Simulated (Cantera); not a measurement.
Source: NASA polynomial tables (part measured, part estimated), evaluated in Cantera. Values are per mole of reaction as written; species without (g) are pure solids or liquids, kept so even where they would boil at 1 bar.

H2O2(g) + B2O2(g) = 2 HBO2(g)

```tsv
T (K)	ΔH° (kJ)	ΔS° (J/K)	ΔG° (kJ)	log10 K
2050	…	…	…	…
2150	-542.8	-16.1	-508.1	12.35
2250	…	…	…	…
2350	…	…	…	…
2450	…	…	…	…
2550	-544.6	-16.9	-501.5	10.27
2650	-545.1	-17.1	-499.8	9.85
2750	-545.6	-17.3	-498.1	9.46
```

**Question.** What belongs in the gaps?

**Answer.** 
- 2050, ΔH° (kJ): -542.4
- 2050, ΔS° (J/K): -15.9
- 2050, ΔG° (kJ): -509.7
- 2050, log10 K: 12.99
- 2250, ΔH° (kJ): -543.3
- 2250, ΔS° (J/K): -16.3
- 2250, ΔG° (kJ): -506.5
- 2250, log10 K: 11.76
- 2350, ΔH° (kJ): -543.7
- 2350, ΔS° (J/K): -16.5
- 2350, ΔG° (kJ): -504.9
- 2350, log10 K: 11.22
- 2450, ΔH° (kJ): -544.2
- 2450, ΔS° (J/K): -16.7
- 2450, ΔG° (kJ): -503.2
- 2450, log10 K: 10.73
